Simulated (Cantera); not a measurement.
**Sublimation and decomposition of ceramics: Al₂O₃ + N₂**

Input: 1 mol Al₂O₃, 1.2 mol N₂, held at 2748.15 K and 1.20 Torr.

Equilibrium computed with Cantera from the NASA thermochemical tables; the gas is ideal and each condensed phase is pure. Candidate condensed phases: Al, AlN, Al₂O₃; 16 gas species. Kinetics and transport are ignored.

```yaml
x(N₂): 0.805
x(O): 0.0897
x(Al): 0.0479
x(AlO): 0.0345
x(Al₂O): 0.00977
x(O₂): 0.00661
x(NO): 0.00613
x(Al₂O₂): 0.000384
x(N): 5.31e-5
n(Al₂O₃(l)): 0.924 mol
gas_amount: 1.485 mol
log10 activity of Al(l) (absent): -4.02
```
